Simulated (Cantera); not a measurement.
A perfectly stirred reactor is fed with H2 : O2 : N2 = 0.53 : 1 : 2.4 (molar parts), at 0.133 bar; it is held at 1200 K, and followed from long to short residence time.

Model: GRI-Mech 3.0 (53 species, 325 reactions), integrated in Cantera. The temperature is held fixed by assumption; the heat of reaction is taken as removed at once.

One state of this run: x H2 = 0.00478; x O2 = 0.199; x NO2 = 2.68e-10; x HO2 = 2.04e-5; x NO = 1.15e-6; x OH = 0.00245; x N2O = 3.90e-8. x: mole fraction; the columns are a selection and need not sum to one.

Which value of τ (s) does it belong to?
A. 0.00010
B. 0.0046
C. 0.031
D. 9.4

B, 0.0046
